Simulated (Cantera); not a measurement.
Input: 1 mol TiCl₄, 9.9 mol H₂, held at 1002 °C and 13300 Pa.

Method: chemical equilibrium by Gibbs-energy minimisation in Cantera with the NASA 1993 tables (ideal gas, pure condensed phases). Candidate condensed phases: Ti, TiCl₂, TiCl₃, TiCl₄; 10 gas species. The tables' values for TiCl₂ are old estimates; treat these amounts as uncertain. Rates play no part.

Base state: H₂ 0.850, HCl 0.0615, TiCl₃ 0.0613, TiCl₄ 0.0275, TiCl₂ 8.89e-5 (mole fractions); condensed: gas only.

Q: What changes in the equilibrium state with this change: pressure from 13300 Pa to 160 Pa?

A: 
```tsv
species	before	after
H₂	0.850	0.829
HCl	0.0615	0.0832
TiCl₃	0.0613	0.0816
TiCl₄	0.0275	0.00549
H	1.86e-6	1.68e-5
TiCl₂	8.89e-5	0.000789
```
